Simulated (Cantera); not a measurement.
# Ignition delay

Mixture: CH₄ : CO : O₂ : N₂ = 1 : 1.1 : 3.15 : 11.8 (molar parts), at 1.30 bar, adiabatic and at constant pressure. Ignition delay is the time to a rise of 400 K.

Model: GRI-Mech 3.0 (53 species, 325 reactions), integrated in Cantera.

```json
[
 {"T0 (K)": "1073", "delay (ms)": "334"},
 {"T0 (K)": "1123", "delay (ms)": "139"},
 {"T0 (K)": "1173", "delay (ms)": "60.9"},
 {"T0 (K)": "1223", "delay (ms)": "27.9"},
 {"T0 (K)": "1273", "delay (ms)": "13.4"},
 {"T0 (K)": "1323", "delay (ms)": "6.69"},
 {"T0 (K)": "1373", "delay (ms)": "3.50"},
 {"T0 (K)": "1423", "delay (ms)": "1.92"},
 {"T0 (K)": "1473", "delay (ms)": "1.11"},
 {"T0 (K)": "1523", "delay (ms)": "0.672"}
]
```

| Property | Result |
|---|---|
| apparent activation energy between 1423 and 1523 K | 190 kJ/mol |
